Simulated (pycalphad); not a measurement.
CALPHAD calculation (pycalphad, COST 507 light-alloy database (1999)), 1 atm. The database dates from 1999; later assessments differ in places, in temperatures and in the compounds included. Phase fractions are per mole of atoms.

**Question.** Give the equilibrium state of Al-1.236Si-1.994Mn (wt.%) at 302 °C.

**Answer.** 
```
T = 575.00 K, P = 101325 Pa, N = 1 mol of atoms
G = -19861 J/mol, H = 5971 J/mol, S = 44.92 J/(mol K)  (SER reference)
chemical potentials (J/mol): Al -18844, Si -12999, Mn -128682
phase             fraction      x(Al)      x(Si)      x(Mn)
FCC_A1              0.9386     0.9994    0.00059   1.71e-06
ALMNSI_ALPHA        0.0569     0.7038     0.1222     0.1739
DIAMOND_A4          0.0045   4.26e-10     1.0000       none
```

**Question.** Give the equilibrium state of Al-1.236Si-1.994Mn (wt.%) at 602 °C.

**Answer.** 
```
T = 875.00 K, P = 101325 Pa, N = 1 mol of atoms
G = -35359 J/mol, H = 15214 J/mol, S = 57.80 J/(mol K)  (SER reference)
chemical potentials (J/mol): Al -34455, Si -32732, Mn -127921
phase             fraction      x(Al)      x(Si)      x(Mn)
FCC_A1              0.9479     0.9931     0.0061   0.000892
ALMNSI_ALPHA        0.0521     0.7058     0.1203     0.1739
```

Database names, with the compositions (at.%) that they take in these runs: ALMNSI_ALPHA: Al 70-74 Mn 17 Si 9-13. FCC_A1 is fcc; DIAMOND_A4 is diamond (Si). An entry "none" or "no" means that the model of the phase leaves that element out.
